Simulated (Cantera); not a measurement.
An adiabatic, constant-pressure homogeneous reactor starts with CH4 : O2 : N2 = 1 : 1.33 : 5.01 (molar parts), equivalence ratio 1.5, at 1773 K and 16.0 bar. Integrator tolerance rtol = 1e-08.

Model: GRI-Mech 3.0 (53 species, 325 reactions), integrated in Cantera. The pressure lies above the range GRI-Mech 3.0 was tuned for (to about 10 atm). Above 3000 K some thermodynamic fits are extrapolated.

### Question
What does this change do: pressure from 16.0 bar to 1.00 bar?

### Answer
```
quantity                                                              before                                    after
---------------------------------  -----------------------------------------  ---------------------------------------
time of steepest temperature rise                                    15.3 µs                                 0.144 ms
temperature at 0.400 s                                                3009 K                                   2827 K
equilibrium temperature                                               3009 K                                   2827 K
x(CH4) at 0.400 s                  3.38e-11 (gas-phase equilibrium 3.88e-11)    <1e-12 (gas-phase equilibrium <1e-12)
x(O2) at 0.400 s                   0.000669 (gas-phase equilibrium 0.000669)  0.00237 (gas-phase equilibrium 0.00237)
x(C2H4) at 0.400 s                     <1e-12 (gas-phase equilibrium <1e-12)    <1e-12 (gas-phase equilibrium <1e-12)
x(NO) at 0.400 s                     0.00242 (gas-phase equilibrium 0.00242)  0.00357 (gas-phase equilibrium 0.00357)
x(N2O) at 0.400 s                    4.85e-7 (gas-phase equilibrium 4.85e-7)  1.76e-7 (gas-phase equilibrium 1.76e-7)
x(H2O) at 0.400 s                        0.163 (gas-phase equilibrium 0.163)      0.149 (gas-phase equilibrium 0.149)
```

### Question
What does this change do: initial temperature 1773 to 1225 K?

### Answer
| quantity | before | after |
|---|---|---|
| time of steepest temperature rise | 15.3 µs | 2.56 ms |
| temperature at 0.400 s | 3009 K | 2619 K |
| equilibrium temperature | 3009 K | 2619 K |
| x(CH4) at 0.400 s | 3.38e-11 (gas-phase equilibrium 3.88e-11) | 1.15e-10 (gas-phase equilibrium 1.29e-10) |
| x(O2) at 0.400 s | 0.000669 (gas-phase equilibrium 0.000669) | 3.58e-5 (gas-phase equilibrium 3.58e-5) |
| x(C2H4) at 0.400 s | <1e-12 (gas-phase equilibrium <1e-12) | <1e-12 (gas-phase equilibrium <1e-12) |
| x(NO) at 0.400 s | 0.00242 (gas-phase equilibrium 0.00242) | 0.000327 (gas-phase equilibrium 0.000327) |
| x(N2O) at 0.400 s | 4.85e-7 (gas-phase equilibrium 4.85e-7) | 6.48e-8 (gas-phase equilibrium 6.48e-8) |
| x(H2O) at 0.400 s | 0.163 (gas-phase equilibrium 0.163) | 0.172 (gas-phase equilibrium 0.172) |
